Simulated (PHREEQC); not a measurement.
Make-up at 25 °C: 0.0023 mol Cu(BF4)2 and 0.053 mol Na2SO4 per kg of water. Closed to the air; pH follows from the charge balance.

Computed with PHREEQC (ion-association model, phreeqc.dat).

```
quantity                   before     after
------------------------  -------  --------
pH                           3.16      3.26
ionic strength (mol/kgw)    0.147     0.148
Na+ (mol/kgw)              0.0989    0.0988
SO4-2 (mol/kgw)            0.0436    0.0438
NaSO4- (mol/kgw)          0.00704   0.00707
HSO4- (mol/kgw)           0.00126  0.000998
```

Name the change that produced these shifts.
A. temperature from 25 to 90 °C
B. 0.0009 mol/kgw TMAH added
C. temperature from 25 to 10 °C
D. Na2SO4 from 0.053 to 0.53 mol/kgw
E. Cu(BF4)2 replaced by H3BO3 at the same molality

B, 0.0009 mol/kgw TMAH added

Precipitation was switched off in this run. (CH3)4N+ isn't in the database: it is added as a free cation with an ion size of 4 Å. Real BF4- forms and hydrolyses slowly; the run takes it at equilibrium.
